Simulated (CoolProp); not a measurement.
Saturation properties of ethanol.

Model: reference Helmholtz-energy equation of state, Schroeder 2014, in CoolProp.

```csv
T (K),p (MPa),liquid density (kg/m³),liquid cp (kJ/(kg K)),vapour viscosity (µPa s),liquid conductivity (mW/(m K))
296.9,0.007334,786.1,2.425,8.73,164
299.2,(withheld),784.1,2.443,8.80,163
301.5,0.009545,782.2,2.461,8.88,163
303.8,0.01085,780.2,2.480,8.95,162
306.1,0.01231,778.2,2.499,(withheld),162
308.4,0.01393,776.2,2.518,9.09,162
310.7,(withheld),774.2,2.538,9.16,161
313,0.01774,772.1,2.558,9.23,161
315.3,0.01996,770.1,2.578,9.30,160
317.6,0.02241,768.1,2.598,9.37,160
319.9,0.02511,(withheld),2.619,(withheld),159
322.2,0.02809,764.0,2.640,9.51,159
324.5,0.03137,761.9,2.661,9.58,159
```

### Question
Some entries are withheld; supply them.

### Answer

- 299.2, p (MPa): 0.008377
- 306.1, vapour viscosity (µPa s): 9.02
- 310.7, p (MPa): 0.01574
- 319.9, liquid density (kg/m³): 766.0
- 319.9, vapour viscosity (µPa s): 9.44

It boils at 351.6 K under 1 atm.

Viscosity comes from a separate model (Kiselev 2005). Thermal conductivity comes from a separate model (Assael 2013).
